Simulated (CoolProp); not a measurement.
A single-stage vapour-compression cycle with C2F6 (R116): evaporating at 216.15 K (dew point), condensing at 282.15 K (bubble point), superheat 2 K, subcooling 2 K, compressor efficiency 0.75, no pressure losses. Each further row changes one setting.

The numbers come from the reference Helmholtz-energy equation of state, Lemmon 2006 in CoolProp. It is a short technical equation, of lower accuracy than the large ones.

| case | cooling COP | pressure ratio | discharge temperature (K) | refrigerating effect (kJ/kg) | volumetric capacity (kJ/m³) |
|---|---|---|---|---|---|
| as stated | (withheld) | 8.38 | 292.0 | 33.9 | 786 |
| evaporating temperature 221.15 K | 1.22 | 6.81 | 291.3 | 36.4 | (withheld) |
| condensing temperature 277.15 K | 1.31 | 7.37 | (withheld) | (withheld) | 950 |
| subcooling 7 K | 1.25 | 8.38 | 292.0 | 41.5 | 961 |
| superheat 12 K | 1.14 | 8.38 | 300.7 | (withheld) | 891 |
| compressor efficiency 0.65 | 0.885 | 8.38 | 296.5 | 33.9 | 786 |

Fill in the missing entries.


- as stated, cooling COP: 1.02
- evaporating temperature 221.15 K, volumetric capacity (kJ/m³): 1030
- condensing temperature 277.15 K, discharge temperature (K): 286.5
- condensing temperature 277.15 K, refrigerating effect (kJ/kg): 41.0
- superheat 12 K, refrigerating effect (kJ/kg): 40.8
